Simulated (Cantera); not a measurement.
Cantera run, input and output.

```python
import numpy as np
import cantera as ct

gas = ct.Solution("gri30.yaml")
gas.TPX = 1750, 56, {'CH4': 1, 'N2': 11}
reactor = ct.IdealGasConstPressureReactor(gas, energy="off", clone=False)
net = ct.ReactorNet([reactor])
net.rtol, net.atol = 1e-08, 1e-18
show = ['CH4', 'CH3', 'C2H2', 'C2H4', 'HCN', 'CH2', 'H2']
times = np.geomspace(0.0002, 200, 11)

steps = ct.SolutionArray(gas, extra=["t"])
rows = []
print(f"{'t/s':>10s}{'T/K':>9s}{'P/Pa':>11s}" + "".join(f"{s:>11s}" for s in show))
for t in times:
    while net.time < t:
        t_next = net.step()
        steps.append(gas.state, t=t_next)
    rows.append([np.interp(t, steps.t, y) for y in (steps.T, steps.P, *steps(*show).X.T)])
    print(f"{t:10.3e}{rows[-1][0]:9.1f}{rows[-1][1]:11.4g}" + "".join(f"{x:11.3e}" for x in rows[-1][2:]))
rate = np.gradient(steps.T, steps.t)
print("integrator steps:", len(steps.t))
if steps.T.max() > steps.T[0] + 200:
    print(f"time of steepest temperature rise: {steps.t[rate.argmax()]:.4e} s")
gas.TPX = 1750, 56, {'CH4': 1, 'N2': 11}
gas.equilibrate("TP")
print(f"equilibrium (TP): T = {gas.T:.1f} K  " + "  ".join(f"{s} {gas[s].X[0]:.3e}" for s in show))
```

Result:

```
       t/s      T/K       P/Pa        CH4        CH3       C2H2       C2H4        HCN        CH2         H2
 2.000e-04   1750.0         56  8.333e-02  2.834e-07  3.245e-19  3.923e-15  3.992e-18  3.352e-14  3.716e-08
 7.962e-04   1750.0         56  8.333e-02  1.421e-06  8.824e-17  3.192e-13  1.095e-16  1.994e-12  4.401e-07
 3.170e-03   1750.0         56  8.333e-02  7.077e-06  6.779e-14  6.576e-11  2.492e-15  5.876e-11  3.174e-06
 1.262e-02   1750.0         56  8.330e-02  3.033e-05  3.778e-11  8.179e-09  4.846e-14  8.226e-10  1.482e-05
 5.024e-02   1750.0         56  8.320e-02  1.228e-04  1.219e-08  6.185e-07  1.127e-12  1.050e-08  6.233e-05
 2.000e-01   1750.0         56  8.274e-02  4.874e-04  3.245e-06  3.854e-05  4.223e-11  1.410e-07  3.307e-04
 7.962e-01   1750.0         56  7.658e-02  1.699e-03  7.615e-04  1.589e-03  8.040e-09  1.472e-06  6.317e-03
 3.170e+00   1750.0         56  3.159e-02  1.382e-03  2.210e-02  1.150e-03  9.958e-07  2.470e-06  6.922e-02
 1.262e+01   1750.0         56  5.288e-03  3.557e-04  3.580e-02  4.221e-05  6.900e-06  1.174e-06  1.075e-01
 5.024e+01   1750.0         56  3.440e-04  5.056e-05  3.825e-02  6.359e-07  2.779e-05  3.910e-07  1.144e-01
 2.000e+02   1750.0         56  4.478e-06  1.667e-06  3.838e-02  9.883e-08  7.318e-05  3.305e-08  1.142e-01
integrator steps: 1537
equilibrium (TP): T = 1750.0 K  CH4 1.866e-07  CH3 1.108e-07  C2H2 1.061e-02  C2H4 2.236e-08  HCN 5.555e-02  CH2 3.514e-09  H2 1.135e-01
```

Cantera simulation using GRI-Mech 3.0 (53 species, 325 reactions); the numbers are that mechanism's predictions, not measurements. GRI-Mech 3.0 stops at C3 and has no aromatics, soot or wall deposition, so with more carbon than oxygen in the feed, carbon stays in small species such as C2H2 where larger ones or solid carbon would form. Radical loss at walls, strong at low pressure, is not modelled.
